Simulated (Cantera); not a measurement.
Standard-state values (1 bar) from the NASA 1993 polynomials, evaluated with Cantera. Values are per mole of reaction as written; species without (g) are pure solids or liquids, kept so even where they would boil at 1 bar.

SrO + 5 H(g) + NO(g) = NH3(g) + Sr(OH)2

```json
[
 {"T (K)": "998", "ΔH° (kJ)": "-1596.1", "ΔS° (J/K)": "-557.9", "ΔG° (kJ)": "-1039.3", "log10 K": "54.40"},
 {"T (K)": "1073", "ΔH° (kJ)": "-1594.6", "ΔS° (J/K)": "-556.4", "ΔG° (kJ)": "-997.5", "log10 K": "48.56"},
 {"T (K)": "1148", "ΔH° (kJ)": "-1593.0", "ΔS° (J/K)": "-555.0", "ΔG° (kJ)": "-955.8", "log10 K": "43.49"},
 {"T (K)": "1223", "ΔH° (kJ)": "…", "ΔS° (J/K)": "…", "ΔG° (kJ)": "…", "log10 K": "…"},
 {"T (K)": "1298", "ΔH° (kJ)": "…", "ΔS° (J/K)": "…", "ΔG° (kJ)": "…", "log10 K": "…"},
 {"T (K)": "1373", "ΔH° (kJ)": "…", "ΔS° (J/K)": "…", "ΔG° (kJ)": "…", "log10 K": "…"}
]
```

Q: What belongs in the gaps?

A: 
- 1223, ΔH° (kJ): -1591.3
- 1223, ΔS° (J/K): -553.6
- 1223, ΔG° (kJ): -914.3
- 1223, log10 K: 39.05
- 1298, ΔH° (kJ): -1589.7
- 1298, ΔS° (J/K): -552.3
- 1298, ΔG° (kJ): -872.8
- 1298, log10 K: 35.12
- 1373, ΔH° (kJ): -1587.9
- 1373, ΔS° (J/K): -551.0
- 1373, ΔG° (kJ): -831.4
- 1373, log10 K: 31.63
